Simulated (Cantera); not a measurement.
A Cantera script and what it prints.

```python
import numpy as np
import cantera as ct

gas_names = """
    H HNO HNO2 HNO3 HO2 H2 H2O H2O2 N NH NH2 NH3 NH2OH NO NO2 NO3 N2 N2H2 N2H4 N2O O OH O2 O3
""".split()
cond_names = """
    H2O(s) H2O(L)
""".split()


# ... load() reads the species with a 1 bar reference pressure and builds the phases ...
atoms = {
    'NH3': {'N': 1, 'H': 3},
    'H2O': {'H': 2, 'O': 1},
    'O2': {'O': 2},
    'H2': {'H': 2},
}
top_T = {}  # K; cautious upper limits of use, not melting points


# ... equilibrate(T, P, feed) seeds the gas with the atoms and calls Mixture.equilibrate('TP', solver="vcs", rtol=1e-11, max_steps=5000) ...
results = []
T = 3050  # K
P = 11000000  # Pa
for m in [0.47, 0.67, 0.97, 1.4, 2, 2.9, 4.2, 6]:
    feed = {'NH3': 1, 'H2O': 0.091, 'O2': m, 'H2': 0.14}  # mol
    mix = equilibrate(T, P, feed)
    results.append((T, P, feed, dict(zip(mix.species_names, mix.species_moles))))
    x = sorted(zip(gas.X, gas.species_names), reverse=True)
    print(f"T = {T:g} K  P = {P:g} Pa  n(O2) = {m:g} mol  gas = {mix.phase_moles(0):.4g} mol")
    print("   x: " + "  ".join(f"{s} {v:.3e}" for v, s in x if v > 0.001))
    print("   condensed (mol): " + ("  ".join(f"{mix.phase(i).name} {mix.phase_moles(i):.4g}"
          for i in range(1, mix.n_phases) if mix.phase_moles(i) > 1e-12) or "none"))
```

Output:

```
T = 3050 K  P = 1.1e+07 Pa  n(O2) = 0.47 mol  gas = 2.248 mol
   x: H2O 4.530e-01  H2 3.095e-01  N2 2.222e-01  H 9.741e-03  OH 4.919e-03
   condensed (mol): none
T = 3050 K  P = 1.1e+07 Pa  n(O2) = 0.67 mol  gas = 2.253 mol
   x: H2O 6.223e-01  N2 2.212e-01  H2 1.376e-01  OH 1.013e-02  H 6.496e-03  NO 1.336e-03
   condensed (mol): none
T = 3050 K  P = 1.1e+07 Pa  n(O2) = 0.97 mol  gas = 2.427 mol
   x: H2O 6.804e-01  N2 1.996e-01  O2 5.328e-02  OH 3.371e-02  H2 1.486e-02  NO 1.285e-02  O 2.950e-03  H 2.135e-03
   condensed (mol): none
T = 3050 K  P = 1.1e+07 Pa  n(O2) = 1.4 mol  gas = 2.861 mol
   x: H2O 5.761e-01  O2 1.820e-01  N2 1.639e-01  OH 4.218e-02  NO 2.152e-02  H2 6.809e-03  O 5.452e-03  H 1.445e-03
   condensed (mol): none
T = 3050 K  P = 1.1e+07 Pa  n(O2) = 2 mol  gas = 3.471 mol
   x: H2O 4.717e-01  O2 3.146e-01  N2 1.313e-01  OH 4.376e-02  NO 2.532e-02  O 7.168e-03  H2 4.241e-03  H 1.140e-03
   condensed (mol): none
T = 3050 K  P = 1.1e+07 Pa  n(O2) = 2.9 mol  gas = 4.384 mol
   x: O2 4.473e-01  H2O 3.701e-01  N2 1.007e-01  OH 4.232e-02  NO 2.644e-02  O 8.547e-03  H2 2.790e-03
   condensed (mol): none
T = 3050 K  P = 1.1e+07 Pa  n(O2) = 4.2 mol  gas = 5.701 mol
   x: O2 5.659e-01  H2O 2.815e-01  N2 7.475e-02  OH 3.914e-02  NO 2.562e-02  O 9.613e-03  H2 1.887e-03
   condensed (mol): none
T = 3050 K  P = 1.1e+07 Pa  n(O2) = 6 mol  gas = 7.523 mol
   x: O2 6.629e-01  H2O 2.106e-01  N2 5.449e-02  OH 3.522e-02  NO 2.368e-02  O 1.040e-02  H2 1.304e-03
   condensed (mol): none
```

Method: chemical equilibrium by Gibbs-energy minimisation in Cantera with the NASA 1993 tables (ideal gas, pure condensed phases). The ideal-gas law is rough above about 30 bar.
